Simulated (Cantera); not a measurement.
A closed system holds: 1 mol SiH4, 0.24 mol N2O, 35 mol N2, held at 74.3 Torr.

These are equilibrium values from Cantera (NASA tables, ideal gas, pure condensed phases), not measurements of a reactor. Candidate condensed phases: H2O, Si, SiO2, Si2N2O, Si3N4; 35 gas species. Mutual solubility and eutectic melting of coexisting phases are not modelled. The numbers say what is thermodynamically allowed, not how fast it happens.

Question: Which condensed phases are stable at each of these points (T (K)): 525, 675, 825, 975, 1125, 1275, 1425, 1575, 1725, 1875, 2025?

Answer: 
```
T (K)      condensed phases  Si condensed (%)
-----  --------------------  ----------------
525    Si2N2O(s) + Si3N4(s)             100.0
675    Si2N2O(s) + Si3N4(s)             100.0
825    Si2N2O(s) + Si3N4(s)             100.0
975    Si2N2O(s) + Si3N4(s)             100.0
1125   Si2N2O(s) + Si3N4(s)             100.0
1275   Si2N2O(s) + Si3N4(s)             100.0
1425   Si2N2O(s) + Si3N4(s)             100.0
1575   Si2N2O(s) + Si3N4(s)             100.0
1725   Si2N2O(s) + Si3N4(s)              98.9
1875               Si3N4(s)              75.8
2025                  Si(l)              73.0
```

From 525 K to 1725 K the condensed part is Si2N2O(s) + Si3N4(s). At 1875 K the condensed part is Si3N4(s). At 2025 K the condensed part is Si(l).
